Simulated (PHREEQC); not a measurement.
A solution holds 7.5 mmol/kgw CuSO4 and 4.4 mmol/kgw HNO3, at 85 °C. Closed to the air; pH follows from the charge balance.

The numbers come from PHREEQC with the ion-association model, wateq4f.dat.

No solid was allowed to form.

Problem. Order these S species by the share of S that they hold, largest first: CuSO4, SO4-2, HSO4-.

Solution. SO4-2 (49 %), HSO4- (28 %), CuSO4 (23 %)

The pH is 2.70 and the ionic strength 0.0233 mol/kgw. Species that the database lacks are ignored. Away from 25 °C the constants follow the database's enthalpies or fits; those with neither stay at their 25 °C values.
